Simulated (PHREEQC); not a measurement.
0.81 g of hydrous ferric oxide (600 m²/g; 0.2 weak and 0.005 strong sites per Fe, Dzombak-Morel constants, diffuse double layer) in 1 kg of water with 0.3 mol/kgw of an inert sodium salt and 0.23 mmol/kgw Na2SeO3, at 25 °C; the pH is set by adding NaOH or the inert anion's acid. The system is closed to oxygen. CO2 from the air is kept out. Nothing may precipitate in this run.

Model: ion-association model, wateq4f.dat, run in PHREEQC.

Problem. Predict Se sorbed (%), surface charge σ (C/m²), surface potential ψ (mV) at pH = 6.5, 8.5, 9.5.

Solution. 
```
pH   Se sorbed (%)  surface charge σ (C/m²)  surface potential ψ (mV)
---  -------------  -----------------------  ------------------------
6.5           99.2                    0.076                        52
8.5           82.2                   -0.041                       -31
9.5           32.3                   -0.097                       -61
```

The database's selenite sorption wasn't checked against measurements; a fall in acid may be a fault of its surface constants.
